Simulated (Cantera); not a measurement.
Cantera run:

```python
import numpy as np
import cantera as ct

gas_names = [...]  # 105 gases of nasa_gas.yaml made of C, H, N, Si
cond_names = """
    C(gr) C6H6(L) C7H8(L) C8H18(L),n-octa Si(cr) Si(L) SiC(b) Si3N4(a)
""".split()


# ... load() reads the species with a 1 bar reference pressure and builds the phases ...
atoms = {
    'Si3N4': {'Si': 3, 'N': 4},
    'Si': {'Si': 1},
    'H2': {'H': 2},
    'C': {'C': 1},
}
top_T = {'C(gr)': 4500, 'SiC(b)': 3050, 'Si3N4(a)': 2400}  # K; cautious upper limits of use, not melting points


# ... equilibrate(T, P, feed) seeds the gas with the atoms and calls Mixture.equilibrate('TP', solver="vcs", rtol=1e-11, max_steps=5000) ...
results = []
feed = {'Si3N4': 1, 'Si': 0.44, 'H2': 1.4, 'C': 0.57}  # mol
T = 2125  # K
P = 1000  # Pa
mix = equilibrate(T, P, feed)
results.append((T, P, feed, dict(zip(mix.species_names, mix.species_moles))))
print(gas.report(threshold=0.001))
for i in range(1, mix.n_phases):
    print(f"{mix.phase(i).name:16s} {mix.phase_moles(i):12.5e} mol")
```

Output:

```
       temperature   2125 K
          pressure   1000 Pa
           density   0.00098468 kg/m^3
  mean mol. weight   17.397 kg/kmol
   phase of matter   gas

                          1 kg             1 kmol
                     ---------------   ---------------
          enthalpy        4.1643e+06        7.2449e+07  J
   internal energy        3.1487e+06         5.478e+07  J
           entropy             15651        2.7228e+05  J/K
    Gibbs function       -2.9094e+07       -5.0615e+08  J
 heat capacity c_p            2015.2             35060  J/K
 heat capacity c_v            1537.3             26745  J/K

                      mass frac. Y      mole frac. X     chem. pot. / RT
                     ---------------   ---------------   ---------------
                 H         0.0013091          0.022594           -12.615
                H2          0.044861           0.38713            -25.23
                N2           0.91725           0.56964           -32.315
                Si          0.028023          0.017359           -6.2281
     [ +101 minor]         0.0085588         0.0032758

C(gr)             0.00000e+00 mol
Si(L)             2.80253e+00 mol
SiC(b)            5.63668e-01 mol
Si3N4(a)          0.00000e+00 mol
```

These are equilibrium values from Cantera (NASA tables, ideal gas, pure condensed phases), not measurements of a reactor. Mutual solubility and eutectic melting of coexisting phases are not modelled. The tables' values for SiN are old estimates; treat these amounts as uncertain. Gases not in the tables: Si2H6 and higher silanes.
